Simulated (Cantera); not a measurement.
A closed system holds: 1 mol SiH2Cl2, 52 mol H2, equilibrated at 1548 K and 750 Torr.

Equilibrium computed with Cantera from the NASA thermochemical tables; the gas is ideal and each condensed phase is pure. Candidate condensed phases: Si; 19 gas species. The tables' values for SiCl3 are old estimates; treat these amounts as uncertain. Kinetics and transport are ignored.

Base state: H2 0.967, HCl 0.0298, SiCl2 0.00306, SiCl3 0.000172, SiHCl3 0.000107, SiH2Cl2 6.88e-5, H 3.03e-5, SiCl4 2.69e-5 (mole fractions); condensed: Si(s).

Q: What changes in the equilibrium state with this change: temperature from 1548 K to 1048 K?

A: 
| species | before | after |
|---|---|---|
| H2 | 0.967 | 0.983 |
| HCl | 0.0298 | 0.00764 |
| SiHCl3 | 0.000107 | 0.00458 |
| H | 3.03e-5 | 7.66e-9 |
| SiCl4 | 2.69e-5 | 0.00348 |
| SiCl2 | 0.00306 | 0.000110 |
| Si(s), mol | 0.814 | 0.516 |
